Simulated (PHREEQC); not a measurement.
Solution (25 °C): 0.0026 mol/kgw K2SiO3 and 0.11 mol/kgw NH4Br. Closed to the air; pH follows from the charge balance.

Computed with PHREEQC (ion-association model, wateq4f.dat).

Precipitation was switched off in this run.

Estimate the pH.

pH 8.04.

In which forms is N present?

NH4+ 95 %, NH3 4.7 % of the N.

The solution is supersaturated, for example in SiO2(a), Quartz (slow to form), so a real one may precipitate; this is no full list.
